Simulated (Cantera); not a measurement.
Feed: 1 mol SiHCl3, 0.0059 mol Cl2, 330 mol H2, 1.8 mol HCl, held at 13.3 mbar.

Equilibrium computed with Cantera from the NASA thermochemical tables; the gas is ideal and each condensed phase is pure. Candidate condensed phases: Si; 19 gas species. Gases not in the tables: Si2H6 and higher silanes. Rates play no part.

Task: Which condensed phases are stable at each of these points (T (K)): 923, 1023, 1123, 1223, 1323, 1423, 1523, 1623, 1723?

Result: 
```
T (K)  condensed phases  Si condensed (%)
-----  ----------------  ----------------
923               Si(s)              20.8
1023              Si(s)              64.0
1123              Si(s)              82.4
1223              Si(s)              84.0
1323              Si(s)              83.0
1423              Si(s)              81.7
1523              Si(s)              80.4
1623              Si(s)              78.6
1723              Si(l)              75.7
```

From 923 K to 1623 K the condensed part is Si(s). At 1723 K the condensed part is Si(l).
